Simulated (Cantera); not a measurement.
A jet of 8.08 % CH₄, 12.1 % O₂, 79.8 % N₂ at 300 K and 35.3 Torr hits a platinum plate 2.6 cm away at a mass flux of 0.044 kg/m²/s; the plate temperature is set and raised in steps from an oxygen-covered start.

Computed with Cantera and Deutschmann's 1995 Pt surface mechanism with GRI-Mech 3.0 gas chemistry. Catalytic surfaces can have several steady states; this one follows from the mechanism file's or the stated starting coverage.

x: mole fraction at the wall; θ: surface coverage.

| plate T (K) | wall x CH₄ | wall x O₂ | wall x H₂O | wall x OH | wall x CO | wall x CO₂ | θ free Pt | θ O* | θ OH* | θ CO* | θ C* |
|---|---|---|---|---|---|---|---|---|---|---|---|
| 900 | 0.0553 | 0.0662 | 0.0482 | 4.84e-8 | 2.58e-5 | 0.0317 | 0.281 | 0.718 | 0.00143 | 3.26e-5 | 1.16e-7 |
| 950 | ___ | ___ | 0.122 | <1e-8 | ___ | ___ | ___ | ___ | ___ | ___ | 0.00441 |
| 1000 | ___ | 0.00578 | 0.124 | <1e-8 | 0.0601 | 0.0140 | 0.868 | 2.06e-5 | ___ | ___ | 0.00471 |
| 1050 | 0.0106 | 0.00538 | 0.123 | <1e-8 | 0.0614 | 0.0138 | 0.926 | 2.04e-5 | 1.31e-5 | 0.0704 | 0.00342 |
| 1100 | 0.0102 | 0.00528 | 0.121 | 1.62e-8 | 0.0599 | 0.0161 | 0.960 | 2.59e-5 | 1.27e-5 | 0.0376 | 0.00196 |
| 1150 | 0.0100 | 0.00534 | 0.118 | 4.15e-8 | 0.0571 | 0.0196 | 0.978 | 3.62e-5 | 1.30e-5 | 0.0200 | 0.00105 |
| 1200 | 0.0101 | 0.00549 | 0.115 | 1.00e-7 | 0.0535 | 0.0237 | 0.988 | 5.18e-5 | 1.35e-5 | 0.0108 | 0.000565 |
| 1250 | 0.0102 | 0.00567 | 0.111 | 2.29e-7 | 0.0494 | 0.0283 | 0.993 | 7.37e-5 | 1.41e-5 | 0.00599 | 0.000310 |

**Question.** What belongs in the gaps?

**Answer.** 
- 950, wall x CH₄: 0.0139
- 950, wall x O₂: 0.00664
- 950, wall x CO: 0.0540
- 950, wall x CO₂: 0.0185
- 950, θ free Pt: 0.783
- 950, θ O*: 3.15e-5
- 950, θ OH*: 2.17e-5
- 950, θ CO*: 0.212
- 1000, wall x CH₄: 0.0117
- 1000, θ OH*: 1.52e-5
- 1000, θ CO*: 0.127
